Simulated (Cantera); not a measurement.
## Thermodynamics of metals in furnace atmospheres, feed Ni + H2S + H2

Feed: 1 mol Ni, 0.14 mol H2S, 13 mol H2, equilibrated at 1498 K and 1.00 bar.

These are equilibrium values from Cantera (NASA tables, ideal gas, pure condensed phases), not measurements of a reactor. Candidate condensed phases: Ni, NiS, NiS2, Ni3S2, Ni3S4, S; 9 gas species. Rates play no part.

The x(H2) is 0.989, the x(H2S) is 0.0106 and the x(SH) is 4.66e-5. The x(H) is 1.71e-5. The x(S2) comes out as 8.51e-6 and the n(Ni(s)) is 1.000 mol. The gas amount is 13.14 mol. The log10 activity of NiS(l) (absent) is -1.22. The log10 activity of S(l) (absent) comes out as -3.74 and the log10 activity of NiS2(l) (absent) is -4.88.
